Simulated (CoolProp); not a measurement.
Vapour-liquid equilibrium of cyclohexane (1) + n-dodecane (2) at 534 kPa; x and y are mole fractions of (1).

Model: multi-fluid Helmholtz-energy mixture model, Zhou 2014 and Lemmon 2004; pair parameters Bell 2016, in CoolProp.

**Question.** Give the bubble temperature and the first vapour's composition at x = 0.05, 0.5, 0.725. Is there an azeotrope?

**Answer.** x = 0.05: 561.5 K, y = 0.188; x = 0.5: 467.0 K, y = 0.933; x = 0.725: 441.2 K, y = 0.982. No azeotrope shows between x = 0.05 and 0.95.

The pair parameters rest on a limited set of measurements; away from them the model extrapolates.
